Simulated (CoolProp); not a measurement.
2000 sccm (0 °C, 1 atm) of nitrogen bubbles through liquid n-heptane at 314.2 K and leaves saturated at a total pressure of 0.15 MPa (ideal gas phase). Each further row changes one setting.

Model: reference Helmholtz-energy equation of state, Span 2003, in CoolProp. It is a short technical equation, of lower accuracy than the large ones.

| case | vapour pressure (kPa) | mole fraction of vapour | delivery (mg/min) | delivery (sccm) | change of delivery for a bath 1 K warmer (%) |
|---|---|---|---|---|---|
| as stated | 12.9 | 0.0861 | 842 | 188 | 4.9 |
| bath temperature 319.2 K | 16.0 | 0.107 | 1070 | 239 | 4.8 |
| total pressure 0.3 MPa | 12.9 | 0.0430 | 402 | 89.9 | 4.7 |
